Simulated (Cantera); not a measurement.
Feed: 1 mol CuO, 0.7 mol CH4, 0.4 mol H2, at 1075 K and 3.70 bar.

Equilibrium computed with Cantera from the NASA thermochemical tables; the gas is ideal and each condensed phase is pure. Candidate condensed phases: C, C6H6, C7H8, C8H18, Cu, CuO, Cu(OH)2, Cu2O, H2O; 113 gas species. Rates play no part.

Problem. What is the equilibrium state?

Solution. x(H2): 0.589
x(CO): 0.221
x(H2O): 0.113
x(CO2): 0.0456
x(CH4): 0.0312
n(Cu(s)): 1.00 mol
gas amount: 2.353 mol
log10 activity of C(graphite) (absent): -0.27
log10 activity of Cu(OH)2(s) (absent): -10.63
